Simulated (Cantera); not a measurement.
Input (Python, Cantera):

```python
import numpy as np
import cantera as ct

gas = ct.Solution("gri30.yaml")


def delay(T, t_max=10):
    gas.TPX = T, 430000, {'CH4': 1, 'O2': 2.33, 'N2': 8.74}
    reactor = ct.IdealGasReactor(gas, clone=False)
    net = ct.ReactorNet([reactor])
    net.rtol, net.atol = 1e-8, 1e-16
    while net.time < t_max:
        t_old, T_old = net.time, reactor.T
        net.step()
        if reactor.T > T + 400:  # ignition: a rise of 400 K
            return t_old + (T + 400 - T_old) / (reactor.T - T_old) * (net.time - t_old)
    return np.nan


taus = []
for T in [1200, 1300, 1400, 1500, 1600, 1700, 1800, 1900]:
    taus.append(delay(T))
    print(f"T0 = {T:6g} K   tau = {taus[-1]:.4e} s")
```

Result:

```
T0 =   1200 K   tau = 1.0318e-02 s
T0 =   1300 K   tau = 2.9450e-03 s
T0 =   1400 K   tau = 9.4146e-04 s
T0 =   1500 K   tau = 3.3443e-04 s
T0 =   1600 K   tau = 1.3235e-04 s
T0 =   1700 K   tau = 5.8627e-05 s
T0 =   1800 K   tau = 2.8930e-05 s
T0 =   1900 K   tau = 1.5681e-05 s
```

Detailed kinetics in Cantera: GRI-Mech 3.0 (53 species, 325 reactions).
